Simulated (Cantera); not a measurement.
A freely propagating, adiabatic, planar premixed flame of H2 : O2 : N2 : H2O = 1 : 0.278 : 1.31 : 0.14 (molar parts), equivalence ratio 1.8, unburnt at 350 K and 1.00 bar; mixture-averaged transport, grid criteria slope 0.08 and curve 0.16, no radiation.

Detailed kinetics in Cantera: the H2/O2 subset of GRI-Mech 3.0, which has no nitrogen chemistry. Burning velocities carry a grid error of a few per cent, more on coarse grids.

x: mole fraction of selected species; z is measured from the peak of heat release.

```tsv
z (mm)	T (K)	u (m/s)	x H2	x O2	x H2O	x H	x HO2	x H2O2
-0.996	350	2.72	0.367	0.102	0.0513	<1e-8	<1e-8	<1e-8
-0.664	350	2.72	0.367	0.102	0.0513	<1e-8	<1e-8	<1e-8
-0.498	350	2.72	0.366	0.102	0.0513	<1e-8	1.11e-8	<1e-8
-0.332	351	2.73	0.366	0.102	0.0514	<1e-8	___	___
-0.166	378	2.91	0.358	0.103	0.0528	3.07e-6	0.000111	1.22e-5
-0.0830	607	4.55	0.328	0.0983	0.0712	0.00155	0.000372	8.20e-5
0	979	7.15	0.274	0.0781	0.122	0.0136	0.000131	2.07e-5
0.0830	1257	9.08	0.214	0.0442	0.189	0.0331	5.52e-5	2.10e-6
0.166	1416	10.2	0.174	0.0174	0.240	0.0456	1.99e-5	1.12e-6
0.332	1546	11.1	0.155	0.00226	0.270	0.0467	2.42e-6	6.46e-7
0.664	1645	11.7	0.159	___	0.275	___	___	___
1.33	1731	12.2	0.165	0.000221	0.278	0.0253	2.49e-7	2.00e-7
2.65	1799	12.7	0.170	9.66e-5	0.280	0.0162	1.18e-7	9.30e-8
```

Q: Complete the blanks.

A: 
- -0.332, x HO2: 3.25e-7
- -0.332, x H2O2: 3.35e-8
- 0.664, x O2: 0.000449
- 0.664, x H: 0.0364
- 0.664, x HO2: 4.91e-7
- 0.664, x H2O2: 3.86e-7
